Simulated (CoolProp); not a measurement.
n-perfluorohexane along the isobar 8.95 MPa: Z from the reference equation and from simpler models built on Tc = 448.0 K, pc = 1.742 MPa, ω = 0.497; each cubic takes its own stable root.

Computed with CoolProp (reference Helmholtz-energy equation of state, Gao 2022).

```json
[
 {"T (K)": "261", "phase": "liquid", "reference": "0.7710"},
 {"T (K)": "278.1", "phase": "liquid", "reference": "0.7416"},
 {"T (K)": "295.3", "phase": "liquid", "reference": "0.7164"},
 {"T (K)": "312.5", "phase": "liquid", "reference": "0.6950"},
 {"T (K)": "329.7", "phase": "liquid", "reference": "0.6770"},
 {"T (K)": "346.9", "phase": "liquid", "reference": "0.6623"},
 {"T (K)": "364.1", "phase": "liquid", "reference": "0.6506"},
 {"T (K)": "381.3", "phase": "liquid", "reference": "0.6419"},
 {"T (K)": "398.4", "phase": "liquid", "reference": "0.6361"},
 {"T (K)": "415.6", "phase": "liquid", "reference": "0.6333"},
 {"T (K)": "432.8", "phase": "liquid", "reference": "0.6336"},
 {"T (K)": "450", "phase": "supercritical", "reference": "0.6371"}
]
```

Task: How far does each simpler model (van der Waals, Redlich-Kwong, Soave-Redlich-Kwong) lie from the reference over these 12 states: mean and median of the absolute difference, and the worst?

Result: 
- van der Waals: mean 59.5 %, median 60.5 %, worst +70.7 % at 261 K and 8.95 MPa
- Redlich-Kwong: mean 16.7 %, median 17.0 %, worst +19.1 % at 261 K and 8.95 MPa
- Soave-Redlich-Kwong: mean 13.0 %, median 12.8 %, worst +14.6 % at 261 K and 8.95 MPa
